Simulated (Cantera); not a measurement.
A closed system holds: 1 mol B2O3, 1.4 mol N2, 3.5 mol H2, held at 2175 °C and 0.0100 bar.

These are equilibrium values from Cantera (NASA tables, ideal gas, pure condensed phases), not measurements of a reactor. Candidate condensed phases: B, BN, B2O3, B3O3H3, H2O; 39 gas species. Equilibrium is a limit: real reactors are often held back by kinetics, nucleation or transport.

Base state: H2 0.393, N2 0.211, H 0.125, BO 0.0891, HBO2 0.0736, B2O3 0.0496, HBO 0.0279, H2O 0.0205 (mole fractions); condensed: gas only.

**Question.** What changes in the equilibrium state with this change: pressure from 0.0100 bar to 0.0150 bar?

**Answer.** 
```
species    before     after
-------  --------  --------
H2          0.393     0.412
N2          0.211     0.215
H           0.125     0.104
BO         0.0891    0.0804
HBO        0.0279    0.0316
B2O3       0.0496    0.0541
H2O        0.0205    0.0192
HBO2       0.0736    0.0745
O        0.000267  0.000159
NO        5.67e-5   4.17e-5
OH        0.00127  0.000948
BO2       0.00548   0.00442
B2O2      0.00313   0.00382
```
